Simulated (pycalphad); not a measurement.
## Freezing of Ti-B alloys with rising B

Source of the numbers: pycalphad with the COST 507 light-alloy database (1999); pressure 1 atm. The data set is of 1999 and partly superseded. Amounts are mole fractions of atoms.

Scheil-Gulliver runs (no diffusion in the solid, steps of 4 K) beside full equilibrium.

```tsv
alloy	liquidus (K)	Scheil, half solid (K)	Scheil, 80 % solid (K)	Scheil, invariant end (K)	liquid left at that end	equilibrium solidus (K)
Ti-12.02B (wt.%)	[?]	[?]	[?]	1814	[?]	[?]
Ti-22.72B (wt.%)	3334	2921	2196	1814	0.10	2456
Ti-40.91B (wt.%)	3373	3057	at the invariant end	2332	0.28	2332
```

Problem. Some entries are withheld; supply them.

Solution. 
- Ti-12.02B (wt.%), liquidus (K): 2472
- Ti-12.02B (wt.%), Scheil, half solid (K): 2115
- Ti-12.02B (wt.%), Scheil, 80 % solid (K): at the invariant end
- Ti-12.02B (wt.%), liquid left at that end: 0.29
- Ti-12.02B (wt.%), equilibrium solidus (K): 1814
